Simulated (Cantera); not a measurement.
A freely propagating, adiabatic, planar premixed flame of CH4 : CO : O2 : N2 = 1 : 0.34 : 2.55 : 11.7 (molar parts), unburnt at 425 K and 3750 Torr; mixture-averaged transport, grid criteria slope 0.08 and curve 0.16, no radiation.

Computed with Cantera and GRI-Mech 3.0 (53 species, 325 reactions). Burning velocities carry a grid error of a few per cent, more on coarse grids.

What does this change do: 0.94 parts CO2 added?


```csv
quantity,before,after
laminar burning velocity,19.3 cm/s,11.7 cm/s
thermal thickness,0.199 mm,0.291 mm
peak x(CH2O),0.000931,0.000792
peak x(C2H4),0.000317,0.000308
peak x(HCO),6.94e-6,3.42e-6
```
